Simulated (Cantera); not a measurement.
A freely propagating, adiabatic, planar premixed flame of 5.02 % CH₄, 1.81 % C₂H₆, 0.316 % C₃H₈, 19.5 % O₂, 73.3 % N₂, equivalence ratio 0.92, unburnt at 448 K and 1.00 bar; mixture-averaged transport, grid criteria slope 0.08 and curve 0.16, no radiation.

Model: GRI-Mech 3.0 (53 species, 325 reactions), integrated in Cantera. Burning velocities carry a grid error of a few per cent, more on coarse grids.

Problem. Predict: laminar burning velocity; thermal thickness; peak x(H₂); peak x(H₂O₂).

Solution. 
| Property | Value |
|---|---|
| laminar burning velocity | 74.4 cm/s |
| thermal thickness | 0.365 mm |
| peak x(H₂) | 0.0170 |
| peak x(H₂O₂) | 3.56e-5 |
